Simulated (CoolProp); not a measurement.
Octamethyltrisiloxane (MDM) along the isotherm 575 K: Z from the reference equation and from simpler models built on Tc = 565.4 K, pc = 1438 kPa, ω = 0.528; each cubic takes its own stable root.

Model: reference Helmholtz-energy equation of state, Thol 2017, in CoolProp.

```
p (kPa)          phase  reference
-------  -------------  ---------
45.5               gas     0.9901
70.8               gas     0.9845
110                gas     0.9757
172                gas     0.9615
267                gas     0.9392
416                gas     0.9023
648                gas     0.8395
1010               gas     0.7220
1570     supercritical     0.4001
2450     supercritical     0.2815
3810     supercritical     0.3919
5930     supercritical     0.5646
9230     supercritical     0.8227
14400    supercritical      1.207
```

Q: How far does each simpler model (van der Waals, Redlich-Kwong) lie from the reference over these 14 states: mean and median of the absolute difference, and the worst?

A: 
- van der Waals: mean 14.2 %, median 2.6 %, worst +37.1 % at 575 K and 2450 kPa
- Redlich-Kwong: mean 3.7 %, median 0.3 %, worst +15.0 % at 575 K and 2450 kPa
